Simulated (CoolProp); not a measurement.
R114 along the isobar 2.61 MPa: density (kg/m³) from the reference equation and from simpler models built on Tc = 147.5 °C, pc = 3.352 MPa, ω = 0.252; each cubic takes its own stable root.

Values from CoolProp's reference Helmholtz-energy equation of state, Platzer 1990. This equation is an older, rougher fit; its heat capacities, sound speeds and derivatives of the liquid may be far off and weren't checked against measurements.

| T (°C) | phase | reference | Redlich-Kwong | Soave-Redlich-Kwong |
|---|---|---|---|---|
| 95.65 | liquid | 1213 | 1073 | 1124 |
| 106.55 | liquid | 1158 | 1007 | … |
| 117.55 | liquid | 1091 | 926.5 | 973.7 |
| 128.45 | liquid | … | 813.5 | 862.0 |
| 139.35 | gas | 220.9 | 211.5 | 214.2 |
| 150.35 | gas | 193.2 | 190.5 | 189.9 |
| 161.25 | gas | 176.0 | 175.8 | 173.9 |
| 172.15 | gas | 163.5 | 164.4 | … |
| 183.15 | gas | 153.6 | 155.0 | 152.2 |
| 194.05 | gas | 145.5 | 147.2 | 144.2 |
| 204.95 | gas | 138.6 | 140.5 | 137.3 |
| 215.95 | gas | 132.5 | 134.6 | 131.3 |
| 226.85 | gas | … | 129.3 | 126.1 |

**Question.** What belongs in the gaps?

**Answer.** 
- 106.55, Soave-Redlich-Kwong: 1056
- 128.45, reference: 998.6
- 172.15, Soave-Redlich-Kwong: 161.9
- 226.85, reference: 127.2
